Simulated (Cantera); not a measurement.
An isothermal, constant-pressure homogeneous reactor starts with N₂O : N₂ = 1 : 2.9 (molar parts), at 1075 K and 0.133 bar. Integrator tolerance rtol = 1e-08.

Detailed kinetics in Cantera: GRI-Mech 3.0 (53 species, 325 reactions). GRI-Mech 3.0 was tuned for natural gas; its chemistry of N2O as a main component is partial and can be far from experiment. The mechanism lacks the step 2 NO + O2 → 2 NO2, which can matter for NO2 below about 1400 K. The temperature is held fixed by assumption; the heat of reaction is taken as removed at once.

| quantity | before | after |
|---|---|---|
| x(N₂O) at 300 s | 0.0462 (gas-phase equilibrium 1.57e-9) | 2.57e-7 (gas-phase equilibrium 7.97e-9) |
| x(NO₂) at 300 s | 2.11e-5 (gas-phase equilibrium 4.68e-7) | 8.34e-5 (gas-phase equilibrium 9.00e-7) |
| x(O₂) at 300 s | 0.0878 (gas-phase equilibrium 0.114) | 0.0981 (gas-phase equilibrium 0.113) |
| x(N₂) at 300 s | 0.855 (gas-phase equilibrium 0.886) | 0.871 (gas-phase equilibrium 0.886) |
| x(NO) at 300 s | 0.0107 (gas-phase equilibrium 5.28e-5) | 0.0309 (gas-phase equilibrium 0.000310) |
| x(O) at 300 s | 1.45e-7 (gas-phase equilibrium 1.22e-9) | 1.53e-7 (gas-phase equilibrium 1.64e-7) |

Which change was made?
A. pressure from 0.133 bar to 0.00560 bar
B. pressure from 0.133 bar to 1.01 bar
C. N2O 1 to 2.2 parts
D. temperature 1075 to 1300 K

D, temperature 1075 to 1300 K
